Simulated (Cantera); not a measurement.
Feed: 1 mol HF, 3.9 mol O₂, 0.69 mol H₂O, equilibrated at 2602 °C and 133 Pa.

These are equilibrium values from Cantera (NASA tables, ideal gas, pure condensed phases), not measurements of a reactor. Candidate condensed phases: H₂O; 22 gas species. The numbers say what is thermodynamically allowed, not how fast it happens.

Base state: O 0.636, H 0.139, O₂ 0.103, HF 0.0783, F 0.0230, OH 0.0170, H₂ 0.00231, H₂O 0.000938 (mole fractions); condensed: gas only.

### Question
What changes in the equilibrium state with this change: H₂O from 0.69 to 2.8 mol?

### Answer
| species | before | after |
|---|---|---|
| O | 0.636 | 0.515 |
| H | 0.139 | 0.308 |
| O₂ | 0.103 | 0.0674 |
| H₂ | 0.00231 | 0.0113 |
| F | 0.0230 | 0.00758 |
| OH | 0.0170 | 0.0304 |
| HF | 0.0783 | 0.0569 |
| H₂O | 0.000938 | 0.00371 |
